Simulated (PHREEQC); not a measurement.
Synthetic water in mg/kgw, 25 °C, pH 6.9, pe 8.7:

| constituent | mg/kgw |
|---|---|
| Na | 25.1 |
| K | 1.71 |
| Ca | 45.5 |
| Mg | 17.8 |
| Cl | 37.2 |
| S(6) as SO4 | 129 |
| Alkalinity as HCO3 | 68.3 |
| Si as SiO2 | 0.0428 |
| Li | 0.138 |
| B | 0.0289 |
| Cd | 0.457 |
| Zn | 0.234 |

Valence states are taken as typed.

All values are PHREEQC results (ion-association model, phreeqc.dat), not measurements.

This is a speciation only: nothing precipitates in the calculation.

Task: Order these Mg species by the share of Mg that they hold, largest first: MgSO4, Mg+2, MgHCO3+.

Result: Mg+2 (87 %), MgSO4 (12 %), MgHCO3+ (0.80 %)

Task: Order these Zn species by the share of Zn that they hold, largest first: ZnOH+, ZnHCO3+, Zn+2, ZnCO3, ZnSO4.

Result: Zn+2 (77 %), ZnSO4 (10 %), ZnHCO3+ (7.5 %), ZnCO3 (4.1 %), ZnOH+ (0.52 %)

The pH is 6.90 and the ionic strength 0.00729 mol/kgw.
